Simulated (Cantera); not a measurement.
Feed: 1 mol SiO2, 2.1 mol CO, 0.51 mol H2, at 2.00 bar.

These are equilibrium values from Cantera (NASA tables, ideal gas, pure condensed phases), not measurements of a reactor. Candidate condensed phases: C, C6H6, C7H8, C8H18, H2O, Si, SiC, SiO2; 123 gas species. The tables hold silica as quartz up to 1696 K and as liquid above; real silica turns to tridymite and cristobalite and melts near 1996 K. Gases not in the tables: Si(OH)4. Rates play no part.

Task: Which condensed phases are stable at each of these points (T (°C)): 877, 952, 1027, 1102, 1177, 1252, 1327, 1402, 1477, 1552, 1627, 1702, 1777, 1852?

Result: 
```
T (°C)              condensed phases  Si condensed (%)
------  ----------------------------  ----------------
877     C(graphite) + SiO2(β-quartz)             100.0
952     C(graphite) + SiO2(β-quartz)             100.0
1027    C(graphite) + SiO2(β-quartz)             100.0
1102    C(graphite) + SiO2(β-quartz)             100.0
1177    C(graphite) + SiO2(β-quartz)             100.0
1252    C(graphite) + SiO2(β-quartz)             100.0
1327    C(graphite) + SiO2(β-quartz)             100.0
1402    C(graphite) + SiO2(β-quartz)             100.0
1477                 SiO2(condensed)              99.9
1552                 SiO2(condensed)              99.8
1627                 SiO2(condensed)              99.6
1702                 SiO2(condensed)              99.2
1777                         SiO2(l)              98.6
1852                         SiO2(l)              97.7
```

From 877 °C to 1402 °C the condensed part is C(graphite) + SiO2(β-quartz). From 1477 °C to 1702 °C the condensed part is SiO2(condensed). From 1777 °C to 1852 °C the condensed part is SiO2(l).
